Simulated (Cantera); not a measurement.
An adiabatic, constant-pressure homogeneous reactor starts with 7.75 % CH₄, 19.4 % O₂, 72.9 % N₂, equivalence ratio 0.80, at 1498 K and 760 Torr.

Model: GRI-Mech 3.0 (53 species, 325 reactions), integrated in Cantera.

### Question
Predict: time of steepest temperature rise; temperature at 0.100 s; equilibrium temperature; x(O₂) at 0.100 s; x(N₂O) at 0.100 s; x(CO₂) at 0.100 s.

### Answer
```json
{
  "time_of_steepest_temperature_rise": "1.10 ms",
  "temperature at 0.100 s": "2659 K",
  "equilibrium_temperature": "2659 K",
  "x(O₂) at 0.100 s": "0.0402 (gas-phase equilibrium 0.0402)",
  "x(N₂O) at 0.100 s": "6.57e-7 (gas-phase equilibrium 6.57e-7)",
  "x(CO₂) at 0.100 s": "0.0538 (gas-phase equilibrium 0.0538)"
}
```
